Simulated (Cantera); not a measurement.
Charge: 1 mol Si2Cl6, 32 mol N2, held at 280 Pa.

Method: chemical equilibrium by Gibbs-energy minimisation in Cantera with the NASA 1993 tables (ideal gas, pure condensed phases). Candidate condensed phases: Si, Si3N4; 13 gas species. The feed counts by its element totals alone. The tables' values for SiCl3 are old estimates; treat these amounts as uncertain. Rates play no part. All values below are at 1300 °C.

Base state: N2 0.937, SiCl2 0.0245, SiCl4 0.0204, SiCl3 0.0138, Cl 0.00408 (mole fractions); condensed: gas only.

Q: What changes in the equilibrium state with this change: pressure from 280 Pa to 3300 Pa?

A: 
```json
[
 {"species": "N2", "before": "0.937", "after": "0.941"},
 {"species": "SiCl2", "before": "0.0245", "after": "0.0227"},
 {"species": "SiCl4", "before": "0.0204", "after": "0.0223"},
 {"species": "Cl", "before": "0.00408", "after": "0.000376"},
 {"species": "SiCl3", "before": "0.0138", "after": "0.0139"}
]
```

Q: What changes in the equilibrium state with this change: Si2Cl6 replaced by SiCl4?

A: 
```
species   before    after
-------  -------  -------
N2         0.937    0.958
SiCl4     0.0204   0.0216
Cl       0.00408   0.0115
SiCl2     0.0245  0.00324
SiCl3     0.0138  0.00515
Cl2      5.34e-6  4.27e-5
```

Q: What changes in the equilibrium state with this change: Si2Cl6 replaced by SiHCl3?

A: 
```tsv
species	before	after
N2	0.937	0.942
SiCl2	0.0245	0.0275
HCl	0	0.0267
SiCl4	0.0204	0.000276
SiCl3	0.0138	0.00170
H2	0	0.00133
H	0	2.80e-5
```
Further candidate phases: NH4Cl.
